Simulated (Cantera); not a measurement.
Charge: 1 mol PbF2, 0.2 mol HF, 13 mol H2, equilibrated at 0.750 Torr.

Cantera equilibrium calculation (NASA polynomials, part measured and part estimated; ideal gas, pure solids and liquids). Candidate condensed phases: Pb, PbF2; 16 gas species. Equilibrium is a limit: real reactors are often held back by kinetics, nucleation or transport.

Q: Which condensed phases are stable at each of these points (T (K)): 725, 875, 1025, 1175, 1325, 1475, 1625, 1775, 1925?

A: 
```json
[
 {"T (K)": "725", "condensed phases": "Pb(l)", "Pb condensed (%)": "100.0"},
 {"T (K)": "875", "condensed phases": "Pb(l)", "Pb condensed (%)": "99.0"},
 {"T (K)": "1025", "condensed phases": "Pb(l)", "Pb condensed (%)": "59.4"},
 {"T (K)": "1175", "condensed phases": "gas only", "Pb condensed (%)": "0.0"},
 {"T (K)": "1325", "condensed phases": "gas only", "Pb condensed (%)": "0.0"},
 {"T (K)": "1475", "condensed phases": "gas only", "Pb condensed (%)": "0.0"},
 {"T (K)": "1625", "condensed phases": "gas only", "Pb condensed (%)": "0.0"},
 {"T (K)": "1775", "condensed phases": "gas only", "Pb condensed (%)": "0.0"},
 {"T (K)": "1925", "condensed phases": "gas only", "Pb condensed (%)": "0.0"}
]
```

From 725 K to 1025 K the condensed part is Pb(l). From 1175 K to 1925 K nothing is condensed.
